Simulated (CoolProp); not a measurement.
Toluene along the isobar 34.6 bar: density (kg/m³) from the reference equation and from simpler models built on Tc = 591.7 K, pc = 41.26 bar, ω = 0.266; each cubic takes its own stable root.

Values from CoolProp's reference Helmholtz-energy equation of state, Lemmon 2006. It is a short technical equation, of lower accuracy than the large ones.

```tsv
T (K)	phase	reference
505.7	liquid	640.2
516.1	liquid	624.0
526.5	liquid	606.4
536.9	liquid	587.0
547.3	liquid	565.0
557.7	liquid	539.2
568	liquid	506.4
588.8	gas	116.3
599.2	gas	104.7
609.6	gas	96.84
620	gas	90.86
```

Problem. How far does each simpler model (van der Waals, Redlich-Kwong) lie from the reference over these 11 states: mean and median of the absolute difference, and the worst?

Solution. 
- van der Waals: mean 31.6 %, median 39.8 %, worst -75.7 % at 568 K and 34.6 bar
- Redlich-Kwong: mean 14.0 %, median 17.7 %, worst -24.4 % at 568 K and 34.6 bar

At some of these states van der Waals gives the other phase, because its saturation line lies elsewhere.
